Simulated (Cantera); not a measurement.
Cantera run:

```python
import numpy as np
import cantera as ct

gas_names = [...]  # 151 gases of nasa_gas.yaml made of C, H, N, O, Si
cond_names = """
    C(gr) C6H6(L) C7H8(L) C8H18(L),n-octa H2O(s) H2O(L) Si(cr) Si(L) SiC(b) SiO2(Lqz) SiO2(hqz) SiO2(L)
    Si2N2O(s) Si3N4(a)
""".split()


# ... load() reads the species with a 1 bar reference pressure and builds the phases ...
atoms = {
    'SiC': {'Si': 1, 'C': 1},
    'H2O': {'H': 2, 'O': 1},
    'N2': {'N': 2},
}
top_T = {'C(gr)': 4500, 'SiC(b)': 3050, 'Si2N2O(s)': 2100, 'Si3N4(a)': 2400}  # K; cautious upper limits of use, not melting points


# ... equilibrate(T, P, feed) seeds the gas with the atoms and calls Mixture.equilibrate('TP', solver="vcs", rtol=1e-11, max_steps=5000) ...
results = []
feed = {'SiC': 1, 'H2O': 0.0019, 'N2': 8.2}  # mol
P = 1300  # Pa
for T in [948, 1023, 1098, 1173, 1248, 1323, 1398]:
    mix = equilibrate(T, P, feed)
    results.append((T, P, feed, dict(zip(mix.species_names, mix.species_moles))))
    x = sorted(zip(gas.X, gas.species_names), reverse=True)
    print(f"T = {T:g} K  P = {P:g} Pa  gas = {mix.phase_moles(0):.4g} mol")
    print("   x: " + "  ".join(f"{s} {v:.3e}" for v, s in x if v > 1e-05))
    print("   condensed (mol): " + ("  ".join(f"{mix.phase(i).name} {mix.phase_moles(i):.4g}"
          for i in range(1, mix.n_phases) if mix.phase_moles(i) > 1e-12) or "none"))
```

Result:

```
T = 948 K  P = 1300 Pa  gas = 7.536 mol
   x: N2 9.997e-01  H2 2.521e-04
   condensed (mol): C(gr) 1  Si2N2O(s) 0.0019  Si3N4(a) 0.3321
T = 1023 K  P = 1300 Pa  gas = 7.536 mol
   x: N2 9.997e-01  H2 2.521e-04
   condensed (mol): C(gr) 1  Si2N2O(s) 0.0019  Si3N4(a) 0.3321
T = 1098 K  P = 1300 Pa  gas = 7.536 mol
   x: N2 9.997e-01  H2 2.520e-04
   condensed (mol): C(gr) 1  Si2N2O(s) 0.001899  Si3N4(a) 0.3321
T = 1173 K  P = 1300 Pa  gas = 7.536 mol
   x: N2 9.997e-01  H2 2.517e-04
   condensed (mol): C(gr) 1  Si2N2O(s) 0.001892  Si3N4(a) 0.3321
T = 1248 K  P = 1300 Pa  gas = 7.536 mol
   x: N2 9.997e-01  H2 2.511e-04
   condensed (mol): C(gr) 0.9999  Si2N2O(s) 0.00184  Si3N4(a) 0.3321
T = 1323 K  P = 1300 Pa  gas = 7.536 mol
   x: N2 9.997e-01  H2 2.500e-04  CO 4.792e-05
   condensed (mol): C(gr) 0.9996  Si2N2O(s) 0.001539  Si3N4(a) 0.3323
T = 1398 K  P = 1300 Pa  gas = 8.203 mol
   x: N2 9.996e-01  H2 2.282e-04  CO 2.005e-04
   condensed (mol): SiC(b) 0.9983  Si2N2O(s) 0.0002528  Si3N4(a) 0.0003959
```

These are equilibrium values from Cantera (NASA tables, ideal gas, pure condensed phases), not measurements of a reactor. N2 is the only nitrogen source here; it is nearly inert below about 1500 K, so the nitride shown seldom forms there in practice. Mutual solubility and eutectic melting of coexisting phases are not modelled.
